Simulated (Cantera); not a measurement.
Mixture: 5.38 % CH₄, 19.9 % O₂, 74.7 % N₂, equivalence ratio 0.54, at 12000 Torr, adiabatic and at constant volume. Ignition delay is the time to a rise of 400 K.

Cantera simulation using GRI-Mech 3.0 (53 species, 325 reactions); the numbers are that mechanism's predictions, not measurements. The pressure lies above the range GRI-Mech 3.0 was tuned for (to about 10 atm).

**Question.** Predict: delay at 1125 K; delay at 1200 K; delay at 1275 K; delay at 1350 K; delay at 1425 K; apparent activation energy between 1275 and 1425 K.

**Answer.** 
```json
{
  "delay at 1125 K": "5.82 ms",
  "delay at 1200 K": "2.15 ms",
  "delay at 1275 K": "0.887 ms",
  "delay at 1350 K": "0.395 ms",
  "delay at 1425 K": "0.188 ms",
  "apparent activation energy between 1275 and 1425 K": "160 kJ/mol"
}
```
